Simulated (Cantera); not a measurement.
Input: 1 mol CO2, 2.9 mol H2O, 3.4 mol O2, at 1923.15 K and 380 Pa.

Equilibrium computed with Cantera from the NASA thermochemical tables; the gas is ideal and each condensed phase is pure. Candidate condensed phases: C, C6H6, C7H8, C8H18, H2O; 110 gas species. The numbers say what is thermodynamically allowed, not how fast it happens.

Base state: O2 0.459, H2O 0.386, CO2 0.134, OH 0.0133, O 0.00398, CO 0.00217, H2 0.00146, H 0.000584 (mole fractions); condensed: gas only.

### Question
What changes in the equilibrium state with this change: CO2 replaced by SO2?

### Answer
```csv
species,before,after
O2,0.459,0.458
H2O,0.386,0.386
SO2,0,0.136
CO2,0.134,0
CO,0.00217,0
OH,0.0133,0.0133
SO,0,0.000234
SO3,0,3.99e-5
H2,0.00146,0.00146
H,0.000584,0.000585
```
Further candidate phases: H2SO4, S.

### Question
What changes in the equilibrium state with this change: temperature from 1923.15 K to 3448 K?

### Answer
```json
[
 {"species": "O", "before": "0.00398", "after": "0.600"},
 {"species": "H", "before": "0.000584", "after": "0.328"},
 {"species": "CO", "before": "0.00217", "after": "0.0577"},
 {"species": "O2", "before": "0.459", "after": "0.00735"},
 {"species": "H2O", "before": "0.386", "after": "4.73e-5"},
 {"species": "CO2", "before": "0.134", "after": "0.000223"},
 {"species": "OH", "before": "0.0133", "after": "0.00466"},
 {"species": "H2", "before": "0.00146", "after": "0.00149"}
]
```

### Question
What changes in the equilibrium state with this change: CO2 replaced by NH3?

### Answer
```json
[
 {"species": "H2O", "before": "0.386", "after": "0.568"},
 {"species": "O2", "before": "0.459", "after": "0.343"},
 {"species": "N2", "before": "0", "after": "0.0646"},
 {"species": "CO2", "before": "0.134", "after": "0"},
 {"species": "OH", "before": "0.0133", "after": "0.0150"},
 {"species": "NO", "before": "0", "after": "0.00225"},
 {"species": "CO", "before": "0.00217", "after": "0"},
 {"species": "H2", "before": "0.00146", "after": "0.00248"},
 {"species": "H", "before": "0.000584", "after": "0.000762"}
]
```
